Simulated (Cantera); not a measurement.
Thermodynamics of silicon carbide growth, feed SiH4 + CH4 + H2

Charge: 1 mol SiH4, 0.071 mol CH4, 1.9 mol H2, held at 750 Torr.

Cantera equilibrium calculation (NASA polynomials, part measured and part estimated; ideal gas, pure solids and liquids). Candidate condensed phases: C, C6H6, C7H8, C8H18, Si, SiC; 87 gas species. Mutual solubility and eutectic melting of coexisting phases are not modelled. Gases not in the tables: Si2H6 and higher silanes. The numbers say what is thermodynamically allowed, not how fast it happens.

```
T (K)   x H2       x H      x Si     x SiH    x SiH2    x Si2C  x C2H2 (acetylene)  n Si(s)  n SiC(s)  n Si(l)
-----  -----  --------  --------  --------  --------  --------  ------------------  -------  --------  -------
1673   1.000  0.000114   4.18e-7   7.06e-7   1.10e-5   2.14e-9             1.02e-8    0.929    0.0709        0
1748   1.000  0.000228   1.46e-6   1.94e-6   2.05e-5   1.16e-8             4.01e-8        0    0.0709    0.929
1823   1.000  0.000433   4.42e-6   4.72e-6   3.51e-5   5.30e-8             1.51e-7        0    0.0709    0.929
1898   0.999  0.000781   1.23e-5   1.07e-5   5.75e-5   2.13e-7             5.10e-7        0    0.0709    0.929
1973   0.998   0.00135   3.16e-5   2.28e-5   9.07e-5   7.70e-7             1.57e-6        0    0.0709    0.929
2048   0.997   0.00224   7.56e-5   4.59e-5  0.000138   2.52e-6             4.45e-6        0    0.0709    0.928
2123   0.996   0.00358  0.000170   8.77e-5  0.000204   7.58e-6             1.17e-5        0    0.0708    0.927
2198   0.994   0.00555  0.000362  0.000160  0.000293   2.11e-5             2.86e-5        0    0.0706    0.926
2273   0.990   0.00836  0.000731  0.000281  0.000411   5.46e-5             6.61e-5        0    0.0701    0.924
2348   0.985    0.0123   0.00141  0.000474  0.000562  0.000133            0.000144        0    0.0691    0.920
2423   0.978    0.0175   0.00262  0.000772  0.000751  0.000305            0.000299        0    0.0669    0.913
```
x: gas mole fraction; n: condensed amount in mol.

At 1673 K the condensed part is Si(s) + SiC(s). From 1748 K to 2423 K the condensed part is Si(l) + SiC(s). The main Si-bearing gas is SiH2 at 1673 K and Si at 2423 K.
